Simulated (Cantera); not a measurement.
Mixture: CH₄ : O₂ : N₂ = 1 : 1.82 : 6.84 (molar parts), equivalence ratio 1.1, at 200000 Pa, adiabatic and at constant pressure. Ignition delay is the time to a rise of 400 K.

Computed with Cantera and GRI-Mech 3.0 (53 species, 325 reactions).

Task: What does this change do: 0.044 parts H2 added?

Result: 
```csv
quantity,before,after
delay at 1198 K,26.7 ms,16.3 ms
delay at 1298 K,7.18 ms,5.02 ms
delay at 1398 K,2.17 ms,1.65 ms
delay at 1498 K,0.736 ms,0.596 ms
delay at 1598 K,0.283 ms,0.242 ms
delay at 1698 K,0.124 ms,0.111 ms
apparent activation energy between 1498 and 1698 K,190 kJ/mol,180 kJ/mol
```
